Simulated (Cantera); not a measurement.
An adiabatic, constant-volume homogeneous reactor starts with 26.6 % H2, 12.1 % O2, 61.3 % N2, at 1325 K and 4.54 atm.

Model: GRI-Mech 3.0 (53 species, 325 reactions), integrated in Cantera. The hydrogen kinetics of GRI-Mech 3.0 are dated; newer H2 mechanisms differ, most at raised pressure. Above 3000 K some thermodynamic fits are extrapolated.

Predict: time of steepest temperature rise; temperature at 0.400 s; equilibrium temperature; x(H2) at 0.400 s; x(O2) at 0.400 s; x(OH) at 0.400 s; x(H) at 0.400 s; x(HO2) at 0.400 s.


```
Item                                                                 Value
---------------------------------  ---------------------------------------
time of steepest temperature rise                                  7.24 µs
temperature at 0.400 s                                              2997 K
equilibrium temperature                                             2997 K
x(H2) at 0.400 s                     0.0488 (gas-phase equilibrium 0.0488)
x(O2) at 0.400 s                   0.00482 (gas-phase equilibrium 0.00482)
x(OH) at 0.400 s                     0.0179 (gas-phase equilibrium 0.0179)
x(H) at 0.400 s                      0.0114 (gas-phase equilibrium 0.0114)
x(HO2) at 0.400 s                  6.62e-6 (gas-phase equilibrium 6.62e-6)
```
